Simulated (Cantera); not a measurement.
Adiabatic ignition

An adiabatic, constant-pressure homogeneous reactor starts with 11.9 % CO, 2.50 % H₂, 18.0 % O₂, 67.7 % N₂, equivalence ratio 0.40, at 1450 K and 19.7 atm.

Computed with Cantera and GRI-Mech 3.0 (53 species, 325 reactions). The hydrogen kinetics of GRI-Mech 3.0 are dated; newer H2 mechanisms differ, most at raised pressure. The pressure lies above the range GRI-Mech 3.0 was tuned for (to about 10 atm).

```
t (s)     T (K)     x CO      x H₂   x O₂       x O     x HO₂
--------  -----  -------  --------  -----  --------  --------
1.00e-6    1450    0.119    0.0250  0.180   3.58e-6   7.48e-6
2.64e-6    1479    0.118    0.0210  0.176  0.000623  0.000444
6.96e-6    1981   0.0670  0.000469  0.142   0.00588   9.12e-5
1.84e-5    2425  0.00981  0.000221  0.118   0.00247   1.29e-5
4.84e-5    2486  0.00310   9.78e-5  0.116   0.00109   9.47e-6
0.000128   2488  0.00285   9.37e-5  0.116   0.00104   9.40e-6
0.000337   2486  0.00283   9.32e-5  0.115   0.00103   9.34e-6
0.000890   2482  0.00279   9.19e-5  0.114   0.00101   9.18e-6
0.00235    2474  0.00270   8.93e-5  0.112  0.000959   8.88e-6
0.00619    2464  0.00259   8.63e-5  0.110  0.000903   8.51e-6
0.0163     2460  0.00254   8.50e-5  0.109  0.000880   8.36e-6
0.0431     2460  0.00254   8.49e-5  0.108  0.000879   8.36e-6
0.114      2460  0.00254   8.49e-5  0.108  0.000879   8.36e-6
0.300      2460  0.00254   8.49e-5  0.108  0.000879   8.36e-6
```
x: mole fraction; the columns are a selection and need not sum to one.

The time of steepest temperature rise is 3.41 µs and the temperature at 0.300 s comes out as 2460 K. The equilibrium temperature comes out as 2460 K, the x(CO) at 0.300 s is 0.00254 (gas-phase equilibrium 0.00254) and the x(H₂) at 0.300 s is 8.49e-5 (gas-phase equilibrium 8.49e-5). The x(O₂) at 0.300 s is 0.108 (gas-phase equilibrium 0.108).
